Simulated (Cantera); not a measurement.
An adiabatic, constant-volume homogeneous reactor starts with CH₄ : O₂ : N₂ = 1 : 2.3 : 8.64 (molar parts), equivalence ratio 0.87, at 1400 K and 750 Torr. Integrator tolerance rtol = 1e-08.

Computed with Cantera and GRI-Mech 3.0 (53 species, 325 reactions).

Q: What does this change do: N2 8.64 to 21 parts?

A: 
| quantity | before | after |
|---|---|---|
| time of steepest temperature rise | 3.08 ms | 7.14 ms |
| temperature at 0.100 s | 2827 K | 2404 K |
| equilibrium temperature | 2827 K | 2404 K |
| x(CH₄) at 0.100 s | <1e-12 (gas-phase equilibrium <1e-12) | <1e-12 (gas-phase equilibrium <1e-12) |
| x(O₂) at 0.100 s | 0.0321 (gas-phase equilibrium 0.0321) | 0.0123 (gas-phase equilibrium 0.0122) |
| x(CH₂CO) at 0.100 s | <1e-12 (gas-phase equilibrium <1e-12) | <1e-12 (gas-phase equilibrium <1e-12) |
| x(CO) at 0.100 s | 0.0320 (gas-phase equilibrium 0.0320) | 0.00533 (gas-phase equilibrium 0.00533) |
| x(CH₂) at 0.100 s | <1e-12 (gas-phase equilibrium <1e-12) | <1e-12 (gas-phase equilibrium <1e-12) |

Q: What does this change do: initial temperature 1400 to 1575 K?

A: 
```tsv
quantity	before	after
time of steepest temperature rise	3.08 ms	0.534 ms
temperature at 0.100 s	2827 K	2876 K
equilibrium temperature	2827 K	2876 K
x(CH₄) at 0.100 s	<1e-12 (gas-phase equilibrium <1e-12)	<1e-12 (gas-phase equilibrium <1e-12)
x(O₂) at 0.100 s	0.0321 (gas-phase equilibrium 0.0321)	0.0334 (gas-phase equilibrium 0.0334)
x(CH₂CO) at 0.100 s	<1e-12 (gas-phase equilibrium <1e-12)	<1e-12 (gas-phase equilibrium <1e-12)
x(CO) at 0.100 s	0.0320 (gas-phase equilibrium 0.0320)	0.0362 (gas-phase equilibrium 0.0362)
x(CH₂) at 0.100 s	<1e-12 (gas-phase equilibrium <1e-12)	<1e-12 (gas-phase equilibrium <1e-12)
```
